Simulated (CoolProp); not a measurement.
Saturated liquid density (kg/m³) of c-C4F8 (RC318): the reference equation beside estimates from Tc = 388.4 K, pc = 2.778 MPa, ω = 0.355. Rackett uses Z = 0.29056 − 0.08775 ω.

Values from CoolProp's reference Helmholtz-energy equation of state, Platzer 1990. This equation is an older, rougher fit; its heat capacities, sound speeds and derivatives of the liquid may be far off and weren't checked against measurements.

```
T (K)   reference     Rackett  van der Waals  Redlich-Kwong
-----  ----------  ----------  -------------  -------------
294          1515  (withheld)          930.4           1331
301.2        1486        1600     (withheld)           1299
308.4        1456        1566          893.0     (withheld)
315.5  (withheld)        1531          873.3           1229
322.7  (withheld)        1494          852.2           1191
329.9        1357  (withheld)          829.8           1150
337.1        1319        1414          806.0           1108
344.3        1279        1369          780.4           1062
```

Task: Some entries are withheld; supply them.

Result: 
- 294, Rackett: 1633
- 301.2, van der Waals: 912.1
- 308.4, Redlich-Kwong: 1264
- 315.5, reference: 1425
- 322.7, reference: 1392
- 329.9, Rackett: 1455

Absolute difference from the reference over all 8 rows, mean and median: Rackett 7.4 and 7.4 %, van der Waals 38.8 and 38.7 %, Redlich-Kwong 14.3 and 14.1 %.
